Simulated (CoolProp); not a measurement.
Properties of fluorine along the isobar 0.406 MPa.

The numbers come from the reference Helmholtz-energy equation of state, de Reuck 1990 in CoolProp.

```json
[
 {"T (K)": "108.5", "phase": "gas", "cp (kJ/(kg K))": "0.8744", "cv (kJ/(kg K))": "0.5851", "speed of sound (m/s)": "175.7", "isothermal compressibility (1/MPa)": "2.645", "expansivity (1/kK)": "11.36"},
 {"T (K)": "132.4", "phase": "gas", "cp (kJ/(kg K))": "0.8195", "cv (kJ/(kg K))": "0.5664", "speed of sound (m/s)": "197.6", "isothermal compressibility (1/MPa)": "2.553", "expansivity (1/kK)": "8.415"},
 {"T (K)": "156.3", "phase": "gas", "cp (kJ/(kg K))": "0.7996", "cv (kJ/(kg K))": "0.5609", "speed of sound (m/s)": "216.3", "isothermal compressibility (1/MPa)": "2.514", "expansivity (1/kK)": "6.820"},
 {"T (K)": "180.3", "phase": "gas", "cp (kJ/(kg K))": "0.7935", "cv (kJ/(kg K))": "0.5618", "speed of sound (m/s)": "233.1", "isothermal compressibility (1/MPa)": "2.495", "expansivity (1/kK)": "5.780"},
 {"T (K)": "204.2", "phase": "gas", "cp (kJ/(kg K))": "0.7947", "cv (kJ/(kg K))": "0.5669", "speed of sound (m/s)": "248.2", "isothermal compressibility (1/MPa)": "2.484", "expansivity (1/kK)": "5.038"},
 {"T (K)": "228.2", "phase": "gas", "cp (kJ/(kg K))": "0.8002", "cv (kJ/(kg K))": "0.5747", "speed of sound (m/s)": "262.2", "isothermal compressibility (1/MPa)": "2.477", "expansivity (1/kK)": "4.473"},
 {"T (K)": "252.1", "phase": "gas", "cp (kJ/(kg K))": "0.8084", "cv (kJ/(kg K))": "0.5843", "speed of sound (m/s)": "275.2", "isothermal compressibility (1/MPa)": "2.472", "expansivity (1/kK)": "4.029"},
 {"T (K)": "276.1", "phase": "gas", "cp (kJ/(kg K))": "0.8180", "cv (kJ/(kg K))": "0.5950", "speed of sound (m/s)": "287.5", "isothermal compressibility (1/MPa)": "2.469", "expansivity (1/kK)": "3.666"},
 {"T (K)": "300", "phase": "gas", "cp (kJ/(kg K))": "0.8283", "cv (kJ/(kg K))": "0.6060", "speed of sound (m/s)": "299.1", "isothermal compressibility (1/MPa)": "2.467", "expansivity (1/kK)": "3.365"}
]
```
